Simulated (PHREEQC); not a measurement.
Leach liquor (model solution)

Solution (74 °C): 0.14 mol HCl, 0.005 mol FeSO4 and 0.00099 mol MgSO4 per kg of water. Closed to the air; pH follows from the charge balance.

Computed with PHREEQC (Pitzer model, pitzer.dat).

Each row changes one thing in this solution. Precipitation was switched off in this run.

```tsv
case	pH	ionic strength (mol/kgw)	HSO4- (mol/kgw)	SO4-2 (mol/kgw)
as made	0.99	0.153	0.00541	0.000579
MgSO4 from 0.00099 to 0.00495 mol/kgw	1.00	0.162	0.00892	0.00103
FeSO4 from 0.005 to 0.0075 mol/kgw	0.99	0.159	0.00763	0.000860
MgSO4 left out	0.98	0.151	0.00453	0.000475
0.0019 mol/kgw KCl added	0.99	0.155	0.00541	0.000581
MgSO4 from 0.00099 to 0.000198 mol/kgw	0.98	0.151	0.00470	0.000495
HCl from 0.14 to 1.4 mol/kgw	-0.17	1.41	0.00542	0.000568
HCl from 0.14 to 0.7 mol/kgw	0.24	0.713	0.00550	0.000489
```

Complexes and solids missing from the database can't appear. Constants without temperature data keep their 25 °C values here.
